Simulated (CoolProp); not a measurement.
Vapour-liquid equilibrium of R245fa (1) + isopentane (2) at 4.21 bar; x and y are mole fractions of (1).

Computed with CoolProp (multi-fluid Helmholtz-energy mixture model, Akasaka 2015 and Lemmon 2006; pair parameters Bell 2016).

Problem. Give the bubble temperature and the first vapour's composition at x = 0.2, 0.275, 0.95. Is there an azeotrope?

Solution. x = 0.2: 330.6 K, y = 0.471; x = 0.275: 327.6 K, y = 0.540; x = 0.95: 326.7 K, y = 0.879. y crosses x between x = 0.65 and 0.725: the model has an azeotrope there.

Pair parameters are fitted to limited data, so mixtures are less certain than the pure fluids. With so large a gap from Raoult's law the liquid may split in two, which this calculation doesn't test in full.
